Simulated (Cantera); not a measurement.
A closed system holds: 1 mol FeS2, 2300 mol H2, at 135 Torr.

Cantera equilibrium calculation (NASA polynomials, part measured and part estimated; ideal gas, pure solids and liquids). Candidate condensed phases: Fe, FeS, FeS2, S; 8 gas species. Rates play no part. All values below are at 977 °C.

Base state: H2 0.999, H2S 0.000869 (mole fractions); condensed: Fe(γ).

What changes in the equilibrium state with this change: FeS2 replaced by Fe3O4?


| species | before | after |
|---|---|---|
| H2 | 0.999 | 0.998 |
| H2O | 0 | 0.00174 |
| H2S | 0.000869 | 0 |
| Fe(γ), mol | 1.000 | 3.00 |
Further candidate phases: FeO, Fe(OH)2, Fe(OH)3, Fe2O3, Fe3O4, H2O.
